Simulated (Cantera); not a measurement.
AlCl3 + N2O + H2 (aluminium nitride and oxide growth)

Input: 1 mol AlCl3, a varied amount of N2O, 390 mol H2, held at 1125 °C and 35.0 Pa.

Cantera equilibrium calculation (NASA polynomials, part measured and part estimated; ideal gas, pure solids and liquids). Candidate condensed phases: Al, AlCl3, AlN, Al2O3, H2O, NH4Cl; 45 gas species. Equilibrium is a limit: real reactors are often held back by kinetics, nucleation or transport.

```
n(N2O) (mol)   x H2    x N2    x H2O    x HCl  n Al2O3(s)
------------  -----  ------  -------  -------  ----------
4.3           0.974  0.0109  0.00707  0.00758       0.500
6.8           0.962  0.0171   0.0133  0.00753       0.500
9.3           0.950  0.0232   0.0195  0.00748       0.500
12            0.937  0.0297   0.0260  0.00743       0.500
14            0.927  0.0345   0.0308  0.00740       0.500
17            0.913  0.0416   0.0379  0.00734       0.500
19            0.904  0.0463   0.0426  0.00731       0.500
22            0.890  0.0532   0.0496  0.00725       0.500
24            0.881  0.0578   0.0541  0.00722       0.500
27            0.867  0.0645   0.0609  0.00717       0.500
29            0.858  0.0690   0.0654  0.00713       0.500
```
x: gas mole fraction; n: condensed amount in mol.

From 4.3 mol N2O to 29 mol N2O the condensed part is Al2O3(s).
